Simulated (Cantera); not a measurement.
What does this Cantera script print?

```python
import numpy as np
import cantera as ct

gas = ct.Solution("gri30.yaml")
gas.TPX = 1725, 260, {'C2H6': 1, 'N2': 150}
reactor = ct.IdealGasConstPressureReactor(gas, energy="off", clone=False)
net = ct.ReactorNet([reactor])
net.rtol, net.atol = 1e-08, 1e-18
show = ['C2H6', 'C2H', 'HCN', 'CH3', 'CH2', 'H2', 'C2H4']
times = np.geomspace(0.0002, 4, 15)

steps = ct.SolutionArray(gas, extra=["t"])
rows = []
print(f"{'t/s':>10s}{'T/K':>9s}{'P/Pa':>11s}" + "".join(f"{s:>11s}" for s in show))
for t in times:
    while net.time < t:
        t_next = net.step()
        steps.append(gas.state, t=t_next)
    rows.append([np.interp(t, steps.t, y) for y in (steps.T, steps.P, *steps(*show).X.T)])
    print(f"{t:10.3e}{rows[-1][0]:9.1f}{rows[-1][1]:11.4g}" + "".join(f"{x:11.3e}" for x in rows[-1][2:]))
rate = np.gradient(steps.T, steps.t)
print("integrator steps:", len(steps.t))
if steps.T.max() > steps.T[0] + 200:
    print(f"time of steepest temperature rise: {steps.t[rate.argmax()]:.4e} s")
gas.TPX = 1725, 260, {'C2H6': 1, 'N2': 150}
gas.equilibrate("TP")
print(f"equilibrium (TP): T = {gas.T:.1f} K  " + "  ".join(f"{s} {gas[s].X[0]:.3e}" for s in show))
```

Output:

```
       t/s      T/K       P/Pa       C2H6        C2H        HCN        CH3        CH2         H2       C2H4
 2.000e-04   1725.0        260  6.292e-03  9.776e-18  2.856e-13  6.513e-04  3.328e-08  1.408e-07  4.550e-07
 4.057e-04   1725.0        260  5.968e-03  1.451e-15  4.120e-12  1.280e-03  2.683e-07  1.305e-06  3.327e-06
 8.231e-04   1725.0        260  5.345e-03  3.863e-13  3.813e-10  2.421e-03  2.009e-06  1.516e-05  2.821e-05
 1.670e-03   1725.0        260  4.162e-03  3.417e-10  5.695e-08  4.161e-03  1.175e-05  1.683e-04  2.425e-04
 3.388e-03   1725.0        260  2.088e-03  1.203e-07  2.057e-06  5.749e-03  3.345e-05  1.171e-03  1.266e-03
 6.872e-03   1725.0        260  3.051e-04  1.853e-06  1.315e-05  4.620e-03  4.427e-05  4.056e-03  2.470e-03
 1.394e-02   1725.0        260  6.832e-06  2.832e-06  3.300e-05  1.811e-03  2.909e-05  7.955e-03  1.787e-03
 2.828e-02   1725.0        260  4.110e-07  2.090e-06  4.877e-05  6.552e-04  1.399e-05  1.047e-02  7.137e-04
 5.738e-02   1725.0        260  9.740e-08  1.457e-06  5.912e-05  3.116e-04  6.817e-06  1.165e-02  1.958e-04
 1.164e-01   1725.0        260  3.344e-08  1.079e-06  6.674e-05  1.762e-04  3.540e-06  1.216e-02  4.303e-05
 2.362e-01   1725.0        260  1.290e-08  8.462e-07  7.304e-05  1.063e-04  1.904e-06  1.243e-02  1.222e-05
 4.791e-01   1725.0        260  5.165e-09  6.944e-07  7.865e-05  6.584e-05  1.045e-06  1.260e-02  4.615e-06
 9.719e-01   1725.0        260  2.081e-09  5.941e-07  8.391e-05  4.114e-05  5.849e-07  1.272e-02  1.843e-06
 1.972e+00   1725.0        260  8.187e-10  5.310e-07  8.918e-05  2.553e-05  3.338e-07  1.282e-02  7.309e-07
 4.000e+00   1725.0        260  3.013e-10  4.983e-07  9.482e-05  1.540e-05  1.923e-07  1.288e-02  2.754e-07
integrator steps: 914
equilibrium (TP): T = 1725.0 K  C2H6 3.853e-17  C2H 8.972e-08  HCN 1.218e-02  CH3 5.392e-09  CH2 1.841e-10  H2 1.286e-02  C2H4 5.902e-10
```

Model: GRI-Mech 3.0 (53 species, 325 reactions), integrated in Cantera. GRI-Mech 3.0 stops at C3 and has no aromatics, soot or wall deposition, so with more carbon than oxygen in the feed, carbon stays in small species such as C2H2 where larger ones or solid carbon would form. Radical loss at walls, strong at low pressure, is not modelled.
